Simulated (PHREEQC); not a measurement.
**City or well water**

Synthetic water in mg/L, 25 °C, pH 8.03, pe 9.5:

```json
[
 {"constituent": "Na", "mg/L": "28.6"},
 {"constituent": "K", "mg/L": "0.0789"},
 {"constituent": "Ca", "mg/L": "16"},
 {"constituent": "Mg", "mg/L": "9.31"},
 {"constituent": "Cl", "mg/L": "58.3"},
 {"constituent": "S(6) as SO4", "mg/L": "25.8"},
 {"constituent": "Alkalinity as HCO3", "mg/L": "42.2"},
 {"constituent": "Ni", "mg/L": "2.64"},
 {"constituent": "Pb", "mg/L": "0.356"},
 {"constituent": "O(0) (dissolved oxygen)", "mg/L": "0.177"},
 {"constituent": "Zn", "mg/L": "1.93"}
]
```

Cl is adjusted to close the charge balance.
Valence states are taken as typed.

Computed with PHREEQC (ion-association model, wateq4f.dat).

Each row changes one thing in this solution. No solid was allowed to form.

```json
[
 {"case": "as made", "ionic strength (mol/kgw)": "0.00382", "SO4-2 (mol/kgw)": "0.000243", "Zn+2 (mol/kgw)": "1.69e-5", "MgSO4 (mol/kgw)": "1.24e-5", "CO2 (mol/kgw)": "1.11e-5", "CaSO4 (mol/kgw)": "1.10e-5", "SI of Zincite(c) (ZnO)": "+0.04", "SI of Cerrusite (PbCO3)": "+0.08"},
 {"case": "temperature from 25 to 80 °C at the same typed pH", "ionic strength (mol/kgw)": "0.00366", "SO4-2 (mol/kgw)": "?", "Zn+2 (mol/kgw)": "?", "MgSO4 (mol/kgw)": "3.26e-5", "CO2 (mol/kgw)": "?", "CaSO4 (mol/kgw)": "1.42e-5", "SI of Zincite(c) (ZnO)": "+2.06", "SI of Cerrusite (PbCO3)": "-0.46"},
 {"case": "S(6) from 25.8 to 77.4 mg/L", "ionic strength (mol/kgw)": "0.00418", "SO4-2 (mol/kgw)": "0.000735", "Zn+2 (mol/kgw)": "?", "MgSO4 (mol/kgw)": "3.45e-5", "CO2 (mol/kgw)": "1.11e-5", "CaSO4 (mol/kgw)": "?", "SI of Zincite(c) (ZnO)": "+0.02", "SI of Cerrusite (PbCO3)": "+0.08"}
]
```

**Question.** Some entries are withheld; supply them.

**Answer.** 
- temperature from 25 to 80 °C at the same typed pH, SO4-2 (mol/kgw): 0.000220
- temperature from 25 to 80 °C at the same typed pH, Zn+2 (mol/kgw): 5.82e-6
- temperature from 25 to 80 °C at the same typed pH, CO2 (mol/kgw): 9.46e-6
- S(6) from 25.8 to 77.4 mg/L, Zn+2 (mol/kgw): 1.64e-5
- S(6) from 25.8 to 77.4 mg/L, CaSO4 (mol/kgw): 3.09e-5

Species that the database lacks are ignored. Some of these states are supersaturated (in Pb(OH)2, Cerrusite, Zincite(c) (slow to form), for instance). In wateq4f.dat the enthalpy of Ni(OH)2 has the wrong sign, so its saturation index can't be trusted away from 25 °C. At this temperature some constants are extrapolated from 25 °C, and those without enthalpy data are left unchanged. The database's nickel carbonate constants are estimates that later reviews lower a good deal. The database's zinc carbonate complexes are estimates, stronger than later reviews accept.
